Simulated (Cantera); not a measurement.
Input: 1 mol Pb, 3.3 mol CO, 0.67 mol H₂, at 860000 Pa.

Equilibrium computed with Cantera from the NASA thermochemical tables; the gas is ideal and each condensed phase is pure. Candidate condensed phases: C, C₆H₆, C₇H₈, C₈H₁₈, H₂O, Pb, PbO, PbO₂, Pb₃O₄; 113 gas species. Equilibrium is a limit: real reactors are often held back by kinetics, nucleation or transport.

x: gas mole fraction; n: condensed amount in mol.

```csv
T (K),x CO,x CO₂,x H₂O,x H₂,x CH₄,x Pb,x H,n C(graphite),n Pb(l)
700,0.00444,0.682,0.275,0.0169,0.0208,1.30e-10,<1e-12,1.88,1.00
800,0.0280,0.667,0.241,0.0427,0.0211,7.14e-9,<1e-12,1.83,1.00
900,0.112,0.601,0.189,0.0809,0.0176,1.59e-7,[?],1.70,1.00
1000,0.302,0.444,0.123,0.120,0.0118,1.88e-6,[?],1.40,1.000
1100,0.554,0.233,0.0617,0.145,0.00648,1.41e-5,[?],0.879,1.000
1200,0.729,0.0863,0.0254,0.156,0.00331,7.48e-5,[?],0.386,1.000
1300,0.798,0.0283,0.0101,0.162,0.00177,0.000305,[?],0.140,0.999
1400,0.819,0.00990,0.00432,0.165,0.00101,0.00101,[?],0.0517,0.996
1500,0.824,0.00388,0.00202,0.166,0.000610,0.00286,[?],0.0209,0.989
1600,0.824,0.00170,0.00103,0.166,0.000388,0.00704,[?],0.00927,0.972
```

**Question.** Complete the blanks.

**Answer.** 
- 900, x H: 1.13e-11
- 1000, x H: 2.68e-10
- 1100, x H: 3.36e-9
- 1200, x H: 2.66e-8
- 1300, x H: 1.52e-7
- 1400, x H: 6.73e-7
- 1500, x H: 2.45e-6
- 1600, x H: 7.56e-6
